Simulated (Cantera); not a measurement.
A perfectly stirred reactor is fed with 13.1 % H₂, 10.1 % O₂, 76.8 % N₂, equivalence ratio 0.65, at 1.00 bar; it is held at 1275 K, and followed from long to short residence time.

Cantera simulation using the H2/O2 subset of GRI-Mech 3.0, which has no nitrogen chemistry; the numbers are that mechanism's predictions, not measurements. The temperature is held fixed by assumption; the heat of reaction is taken as removed at once.

Predict: x(H₂) at τ = 14.0 s; x(O₂) at τ = 14.0 s; x(H₂O₂) at τ = 14.0 s; x(HO₂) at τ = 14.0 s; x(H) at τ = 14.0 s; x(H₂) at τ = 0.290 s; x(O₂) at τ = 0.290 s; x(H₂O₂) at τ = 0.290 s; x(HO₂) at τ = 0.290 s; x(H) at τ = 0.290 s.


- x(H₂) at τ = 14.0 s: 1.27e-5
- x(O₂) at τ = 14.0 s: 0.0378
- x(H₂O₂) at τ = 14.0 s: 6.02e-8
- x(HO₂) at τ = 14.0 s: 4.55e-7
- x(H) at τ = 14.0 s: 1.43e-7
- x(H₂) at τ = 0.290 s: 0.000172
- x(O₂) at τ = 0.290 s: 0.0379
- x(H₂O₂) at τ = 0.290 s: 4.47e-7
- x(HO₂) at τ = 0.290 s: 4.99e-6
- x(H) at τ = 0.290 s: 6.85e-6
